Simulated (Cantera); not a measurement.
**Equilibrium for fluorocarbon and chlorocarbon gases: c-C₄F₈ + HCl + H₂**

Feed: 1 mol c-C₄F₈, 0.056 mol HCl, 15 mol H₂, equilibrated at 13.0 Pa.

Method: chemical equilibrium by Gibbs-energy minimisation in Cantera with the NASA 1993 tables (ideal gas, pure condensed phases). Candidate condensed phases: C, C₆H₆, C₇H₈, C₈H₁₈; 135 gas species. Ions and electrons are included (thermal ionisation). The feed counts by its element totals alone. Equilibrium is a limit: real reactors are often held back by kinetics, nucleation or transport.

At 2500 K the condensed part is C(graphite). From 2750 K to 5000 K nothing is condensed. The main C-bearing gas is C₃ at 2500 K and C at 5000 K.

| T (K) | log p H | log p HF | log p F | log p C | log p H₂ | log p C₃ | n C(graphite) |
|---|---|---|---|---|---|---|---|
| 2500 | -4.09 | -4.44 | -6.23 | -6.78 | -4.98 | -6.30 | 3.54 |
| 2750 | -4.05 | -4.58 | -5.28 | -5.63 | -5.77 | -5.41 | 0 |
| 3000 | -4.04 | -5.00 | -4.77 | -5.10 | -6.47 | -5.91 | 0 |
| 3250 | -4.03 | -5.66 | -4.64 | -4.93 | -7.08 | -7.20 | 0 |
| 3500 | -4.03 | -6.32 | -4.61 | -4.91 | -7.61 | -8.69 | 0 |
| 3750 | -4.03 | -6.91 | -4.61 | -4.91 | -8.07 | -10.02 | 0 |
| 4000 | -4.03 | -7.43 | -4.61 | -4.91 | -8.47 | -11.18 | 0 |
| 4250 | -4.03 | -7.89 | -4.61 | -4.91 | -8.83 | -12.22 | 0 |
| 4500 | -4.03 | -8.30 | -4.61 | -4.91 | -9.14 | -13.14 | 0 |
| 4750 | -4.03 | -8.67 | -4.61 | -4.91 | -9.43 | -13.96 | 0 |
| 5000 | -4.03 | -9.00 | -4.61 | -4.92 | -9.68 | -14.71 | 0 |
log p: log10 of the partial pressure in bar; n: condensed amount in mol.
